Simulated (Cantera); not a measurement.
Diamond growth

A diamond (100) surface in a fixed gas of H2 with x(CH4) = 0.0099, x(H) = 0.042, x(CH3) = 1e-05, 0.0720 atm; coverages are run to steady state.

Computed with Cantera and the Harris–Goodwin 1993 mechanism for the reconstructed diamond (100) surface.

| T (K) | growth (µm/h) | θ c6HH | θ c6H* | θ c6*H | θ c6** | θ c6HM |
|---|---|---|---|---|---|---|
| 900 | 0.230 | 0.692 | 0.0110 | 0.293 | 0.00446 | 0.000202 |
| 950 | 0.305 | 0.643 | 0.0147 | 0.335 | 0.00681 | 0.000161 |
| 1000 | 0.389 | 0.596 | 0.0190 | 0.375 | 0.00992 | 0.000130 |
| 1050 | 0.479 | 0.552 | 0.0236 | 0.410 | 0.0139 | 0.000106 |
| 1100 | 0.568 | 0.511 | 0.0286 | 0.442 | 0.0187 | 8.59e-5 |
| 1150 | 0.641 | 0.473 | 0.0338 | 0.469 | 0.0245 | 6.82e-5 |
| 1200 | 0.671 | 0.437 | 0.0392 | 0.492 | 0.0313 | 5.12e-5 |
| 1250 | 0.631 | 0.405 | 0.0446 | 0.511 | 0.0390 | 3.48e-5 |
| 1300 | 0.531 | 0.376 | 0.0500 | 0.527 | 0.0475 | 2.07e-5 |
| 1350 | 0.423 | 0.349 | 0.0553 | 0.538 | 0.0569 | 1.08e-5 |
| 1400 | 0.351 | 0.325 | 0.0605 | 0.547 | 0.0671 | 5.20e-6 |
θ: site fractions in the mechanism's names (c6HH fully hydrogenated, c6H* and c6*H radical sites, c6** diradical, c6HM methylated).
